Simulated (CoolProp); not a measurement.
Saturation properties of benzene (Tc = 288.9 °C, pc = 49.06 bar, ω = 0.211).

Model: reference Helmholtz-energy equation of state, Thol 2012, in CoolProp.

```
T (°C)  p (bar)  liquid density (kg/m³)  liquid conductivity (mW/(m K))
------  -------  ----------------------  ------------------------------
12.25   0.06824                     ___                             146
29.15    0.1533                   869.0                             140
46.05       ___                   850.9                             134
62.95    0.5794                   832.4                             129
79.75     1.003                   813.8                             124
96.65     1.644                     ___                             ___
113.55      ___                     ___                             114
130.45    3.828                   754.2                             109
147.35    5.516                   732.8                             104
164.15    7.691                   710.5                            98.9
181.05      ___                     ___                            94.0
197.95    13.91                   660.9                            89.1
214.85    18.13                   632.7                            84.2
```

**Question.** What belongs in the gaps?

**Answer.** 
- 12.25, liquid density (kg/m³): 887.0
- 46.05, p (bar): 0.3108
- 96.65, liquid density (kg/m³): 794.5
- 96.65, liquid conductivity (mW/(m K)): 119
- 113.55, p (bar): 2.562
- 113.55, liquid density (kg/m³): 774.7
- 181.05, p (bar): 10.46
- 181.05, liquid density (kg/m³): 686.6

It boils at 80.1 °C under 1 atm.

Thermal conductivity comes from a separate model (Assael 2012).
